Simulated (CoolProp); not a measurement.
Ammonia along the isotherm 488.1 K: Z from the reference equation and from simpler models built on Tc = 405.6 K, pc = 11.36 MPa, ω = 0.256; each cubic takes its own stable root.

Values from CoolProp's reference Helmholtz-energy equation of state, Gao 2020.

```
p (MPa)          phase  reference  van der Waals  Peng-Robinson
-------  -------------  ---------  -------------  -------------
2.13               gas     0.9642         0.9640         0.9611
4.26               gas     0.9274         0.9260         0.9221
6.39               gas     0.8894         0.8857         0.8831
8.52               gas     0.8503         0.8427         0.8441
10.7               gas     0.8092         0.7954         0.8047
12.8     supercritical     0.7687         0.7463         0.7676
14.9     supercritical     0.7278         0.6938         0.7320
17       supercritical     0.6870         0.6397         0.6988
```
